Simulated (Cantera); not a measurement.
What does this Cantera script print?

```python
import numpy as np
import cantera as ct

gas = ct.Solution("h2o2.yaml")
gas.TPX = 450, 240000, {'H2': 1, 'O2': 0.455, 'N2': 1.3}
flame = ct.FreeFlame(gas, width=0.022)
flame.set_refine_criteria(ratio=3, slope=0.08, curve=0.16)
flame.transport_model = "mixture-averaged"
flame.solve(loglevel=0, auto=True)
z, T = flame.grid, flame.T
thick = (T[-1] - T[0]) / np.gradient(T, z).max()
show = ['H2', 'O2', 'HO2', 'OH', 'H2O2', 'O']
print(f"laminar burning velocity  {flame.velocity[0] * 100:.3f} cm/s")
print(f"burnt temperature         {T[-1]:.1f} K")
print(f"thermal thickness         {thick * 1e3:.4f} mm")
print(f"grid points               {len(z)}")
z0 = z[flame.heat_release_rate.argmax()]
print(f"{'z/mm':>9s}{'T/K':>9s}{'u/(m/s)':>9s}" + "".join(f"{s:>11s}" for s in show))
rows = []
for k in (-3, -2, -1.5, -1, -0.5, -0.25, 0, 0.25, 0.5, 1, 2, 4, 8):
    zz = z0 + k * thick
    rows.append([k * thick, np.interp(zz, z, T), np.interp(zz, z, flame.velocity),
                 *(np.interp(zz, z, flame.X[gas.species_index(s)]) for s in show)])
    print(f"{rows[-1][0] * 1e3:9.3f}{rows[-1][1]:9.1f}{rows[-1][2]:9.3f}" + "".join(f"{x:11.3e}" for x in rows[-1][3:]))
```

Output:

```
laminar burning velocity  639.947 cm/s
burnt temperature         2684.3 K
thermal thickness         0.1239 mm
grid points               110
     z/mm      T/K  u/(m/s)         H2         O2        HO2         OH       H2O2          O
   -0.372    450.0    6.399  3.630e-01  1.652e-01  1.563e-13  4.122e-16  2.638e-15  3.757e-14
   -0.248    450.0    6.399  3.630e-01  1.652e-01  4.078e-11  6.744e-14  7.546e-13  6.135e-12
   -0.186    450.0    6.399  3.630e-01  1.652e-01  8.468e-10  1.047e-12  1.660e-11  8.968e-11
   -0.124    450.1    6.399  3.628e-01  1.652e-01  8.745e-08  1.571e-10  1.792e-09  4.731e-09
   -0.062    466.5    6.580  3.569e-01  1.664e-01  1.684e-04  1.416e-05  5.255e-06  2.748e-06
   -0.031    762.7   10.356  3.137e-01  1.623e-01  6.432e-04  1.489e-03  9.035e-05  3.091e-04
    0.000   1302.0   16.987  2.062e-01  1.211e-01  2.437e-04  4.480e-03  1.935e-05  4.938e-03
    0.031   1668.9   21.477  1.095e-01  5.747e-02  1.009e-04  1.253e-02  4.423e-06  1.111e-02
    0.062   1853.0   23.672  7.785e-02  3.143e-02  4.922e-05  1.816e-02  2.543e-06  1.249e-02
    0.124   2039.7   25.779  6.987e-02  2.133e-02  2.752e-05  2.199e-02  1.418e-06  1.113e-02
    0.248   2223.5   27.746  6.728e-02  1.675e-02  1.704e-05  2.316e-02  8.770e-07  8.319e-03
    0.496   2393.5   29.488  6.269e-02  1.252e-02  1.022e-05  2.222e-02  6.288e-07  5.559e-03
    0.991   2534.0   30.875  5.690e-02  8.804e-03  6.224e-06  1.966e-02  5.060e-07  3.417e-03
```

Computed with Cantera and the H2/O2 subset of GRI-Mech 3.0, which has no nitrogen chemistry. The hydrogen kinetics of GRI-Mech 3.0 are dated; newer H2 mechanisms differ, most at raised pressure. Burning velocities carry a grid error of a few per cent, more on coarse grids.
